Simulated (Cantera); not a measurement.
Cantera run, input and output.

```python
import numpy as np
import cantera as ct

gas = ct.Solution("gri30.yaml")
gas.TPX = 950, 20000, {'H2': 1.1, 'O2': 1, 'N2': 5.7}
reactor = ct.IdealGasConstPressureReactor(gas, energy="off", clone=False)
net = ct.ReactorNet([reactor])
net.rtol, net.atol = 1e-08, 1e-18
show = ['H2', 'O2', 'H2O2', 'O', 'NO']
times = np.geomspace(3e-05, 90, 10)

steps = ct.SolutionArray(gas, extra=["t"])
rows = []
print(f"{'t/s':>10s}{'T/K':>9s}{'P/Pa':>11s}" + "".join(f"{s:>11s}" for s in show))
for t in times:
    while net.time < t:
        t_next = net.step()
        steps.append(gas.state, t=t_next)
    rows.append([np.interp(t, steps.t, y) for y in (steps.T, steps.P, *steps(*show).X.T)])
    print(f"{t:10.3e}{rows[-1][0]:9.1f}{rows[-1][1]:11.4g}" + "".join(f"{x:11.3e}" for x in rows[-1][2:]))
rate = np.gradient(steps.T, steps.t)
print("integrator steps:", len(steps.t))
if steps.T.max() > steps.T[0] + 200:
    print(f"time of steepest temperature rise: {steps.t[rate.argmax()]:.4e} s")
gas.TPX = 950, 20000, {'H2': 1.1, 'O2': 1, 'N2': 5.7}
gas.equilibrate("TP")
print(f"equilibrium (TP): T = {gas.T:.1f} K  " + "  ".join(f"{s} {gas[s].X[0]:.3e}" for s in show))
```

Output:

```
       t/s      T/K       P/Pa         H2         O2       H2O2          O         NO
 3.000e-05    950.0      2e+04  1.410e-01  1.282e-01  3.339e-15  1.792e-12  2.737e-26
 1.573e-04    950.0      2e+04  1.410e-01  1.282e-01  1.165e-13  3.393e-11  6.479e-24
 8.251e-04    950.0      2e+04  1.410e-01  1.282e-01  2.972e-10  1.254e-07  7.014e-17
 4.327e-03    950.0      2e+04  3.272e-03  6.352e-02  1.521e-06  1.081e-04  5.879e-07
 2.269e-02    950.0      2e+04  7.256e-04  6.239e-02  1.790e-06  7.549e-06  5.520e-07
 1.190e-01    950.0      2e+04  1.892e-04  6.215e-02  1.370e-06  6.879e-07  4.053e-07
 6.240e-01    950.0      2e+04  2.948e-05  6.208e-02  1.087e-07  4.514e-08  2.376e-07
 3.273e+00    950.0      2e+04  2.142e-06  6.207e-02  1.227e-09  1.046e-09  1.948e-07
 1.716e+01    950.0      2e+04  1.136e-07  6.207e-02  2.934e-11  1.559e-11  2.731e-07
 9.000e+01    950.0      2e+04  5.151e-09  6.207e-02  5.453e-12  1.191e-12  3.266e-07
integrator steps: 1898
equilibrium (TP): T = 950.0 K  H2 2.497e-11  O2 6.206e-02  H2O2 2.428e-11  O 1.782e-11  NO 9.579e-06
```

Model: GRI-Mech 3.0 (53 species, 325 reactions), integrated in Cantera. The temperature is held fixed by assumption; the heat of reaction is taken as removed at once.
